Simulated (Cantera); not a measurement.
Input: 1 mol LiCl, 4.1 mol H2, equilibrated at 1125 K and 0.0278 Torr.

Method: chemical equilibrium by Gibbs-energy minimisation in Cantera with the NASA 1993 tables (ideal gas, pure condensed phases). Candidate condensed phases: Li, LiCl, LiH; 11 gas species. Rates play no part.

Base state: H2 0.804, LiCl 0.195, Li2Cl2 0.000665, HCl 7.47e-5, Li 7.47e-5 (mole fractions); condensed: gas only.

Problem. What changes in the equilibrium state with this change: LiCl replaced by CaCl2?

Solution. 
| species | before | after |
|---|---|---|
| H2 | 0.804 | 0.970 |
| CaCl2 | 0 | 0.0296 |
| HCl | 7.47e-5 | 6.40e-5 |
| LiCl | 0.195 | 0 |
| Li2Cl2 | 0.000665 | 0 |
| Li | 7.47e-5 | 0 |
| CaCl | 0 | 4.37e-5 |
| Ca | 0 | 1.02e-5 |
| CaCl2(l), mol | 0 | 0.875 |
Further candidate phases: Ca, CaCl2.
